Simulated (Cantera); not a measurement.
An adiabatic, constant-volume homogeneous reactor starts with CO : H₂ : O₂ : N₂ = 1 : 0.71 : 1.07 : 4.02 (molar parts), equivalence ratio 0.80, at 1198 K and 1000000 Pa. Integrator tolerance rtol = 1e-08.

Model: GRI-Mech 3.0 (53 species, 325 reactions), integrated in Cantera. The hydrogen kinetics of GRI-Mech 3.0 are dated; newer H2 mechanisms differ, most at raised pressure.

```tsv
quantity	before	after
time of steepest temperature rise	30.8 µs	3.55 µs
temperature at 10.0 s	2953 K	3008 K
equilibrium temperature	2953 K	3008 K
x(CO) at 10.0 s	0.0371 (gas-phase equilibrium 0.0371)	0.0441 (gas-phase equilibrium 0.0441)
x(H₂) at 10.0 s	0.00415 (gas-phase equilibrium 0.00415)	0.00503 (gas-phase equilibrium 0.00503)
x(O₂) at 10.0 s	0.0413 (gas-phase equilibrium 0.0413)	0.0431 (gas-phase equilibrium 0.0431)
x(H₂O) at 10.0 s	0.104 (gas-phase equilibrium 0.104)	0.100 (gas-phase equilibrium 0.100)
x(NO₂) at 10.0 s	2.27e-5 (gas-phase equilibrium 2.27e-5)	2.29e-5 (gas-phase equilibrium 2.29e-5)
x(NO) at 10.0 s	0.0182 (gas-phase equilibrium 0.0182)	0.0198 (gas-phase equilibrium 0.0198)
```

**Question.** Which change was made?
A) initial temperature 1198 to 1150 K
B) initial temperature 1198 to 1048 K
C) pressure from 1000000 Pa to 410000 Pa
D) initial temperature 1198 to 1375 K

**Answer.** D, initial temperature 1198 to 1375 K
